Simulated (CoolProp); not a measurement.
Saturation properties of benzene (Tc = 562.0 K, pc = 49.06 bar, ω = 0.211).

Values from CoolProp's reference Helmholtz-energy equation of state, Thol 2012.

| T (K) | p (bar) | vapour density (kg/m³) | surface tension (mN/m) | liquid viscosity (µPa s) | vapour viscosity (µPa s) | liquid conductivity (mW/(m K)) |
|---|---|---|---|---|---|---|
| 387.4 | ___ | 6.772 | 16.9 | 234 | 9.66 | 113 |
| 394.2 | 3.077 | ___ | 16.1 | 220 | 9.82 | 111 |
| 401 | 3.608 | 9.219 | 15.3 | 208 | 9.97 | 109 |
| 407.8 | 4.205 | 10.68 | ___ | 197 | 10.1 | 107 |
| 414.6 | 4.874 | 12.31 | 13.7 | 186 | 10.3 | 105 |
| 421.5 | 5.631 | 14.15 | 12.9 | 176 | 10.5 | 103 |
| 428.3 | 6.459 | 16.18 | 12.1 | 167 | 10.6 | 101 |
| 435.1 | 7.375 | ___ | 11.3 | 158 | 10.8 | 99.5 |
| 441.9 | 8.384 | 20.95 | 10.6 | ___ | 10.9 | 97.5 |
| 448.7 | 9.491 | 23.73 | ___ | 142 | 11.1 | 95.6 |
| 455.5 | 10.70 | 26.82 | 9.11 | 134 | 11.3 | 93.6 |
| 462.3 | 12.02 | 30.24 | 8.39 | 127 | 11.5 | 91.6 |

Problem. Complete the blanks.

Solution. 
- 387.4, p (bar): 2.607
- 394.2, vapour density (kg/m³): 7.923
- 407.8, surface tension (mN/m): 14.5
- 435.1, vapour density (kg/m³): 18.44
- 441.9, liquid viscosity (µPa s): 150
- 448.7, surface tension (mN/m): 9.85

It boils at 353.2 K under 1 atm.

Viscosity comes from a separate model (Avgeri 2014). Thermal conductivity comes from a separate model (Assael 2012). Surface tension comes from a separate correlation (Mulero 2012).
